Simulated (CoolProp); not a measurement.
Vapour-liquid equilibrium of ethane (1) + propylene (2) at 176.1 K; x and y are mole fractions of (1).

Values from CoolProp's multi-fluid Helmholtz-energy mixture model, Bücker 2006 and Lemmon 2013; pair parameters Bell 2016.

```tsv
x	bubble pressure (MPa)	y at the bubble point	dew pressure at overall composition x (MPa)	liquid density (mol/L)
0.05	0.008523	0.429	0.005358	16.00
0.125	0.01339	0.663	0.005783	16.17
0.2	0.01800	0.769	0.006282	16.35
0.275	0.02241	0.830	0.006874	16.53
0.35	0.02669	0.870	0.007590	16.71
0.425	0.03086	0.899	0.008471	16.90
0.5	0.03497	0.922	0.009582	17.09
0.575	0.03905	0.939	0.01103	17.29
0.65	0.04312	0.954	0.01298	17.48
0.725	0.04720	0.966	0.01576	17.68
0.8	0.05132	0.977	0.02001	17.88
0.875	0.05550	0.986	0.02728	18.09
0.95	0.05974	0.995	0.04195	18.30
```

No azeotrope shows between x = 0.05 and 0.95.

Pair parameters are fitted to limited data, so mixtures are less certain than the pure fluids.
